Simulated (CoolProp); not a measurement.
Vapour-liquid equilibrium of propane (1) + R113 (2) at 281.3 K; x and y are mole fractions of (1).

The numbers come from the multi-fluid Helmholtz-energy mixture model, Lemmon 2009 and Marx 1992; pair parameters Bell 2016 in CoolProp.

Q: Give the bubble pressure and the first vapour's composition at x = 0.2, 0.5, 0.8. Is there an azeotrope?

A: x = 0.2: 0.1579 MPa, y = 0.879; x = 0.5: 0.3315 MPa, y = 0.958; x = 0.8: 0.4865 MPa, y = 0.985. No azeotrope shows between x = 0.05 and 0.95.

The pair parameters rest on a limited set of measurements; away from them the model extrapolates. The gap from Raoult's law changes sign with composition, which may be real or a fault of the pair parameters; it wasn't checked against measurements.
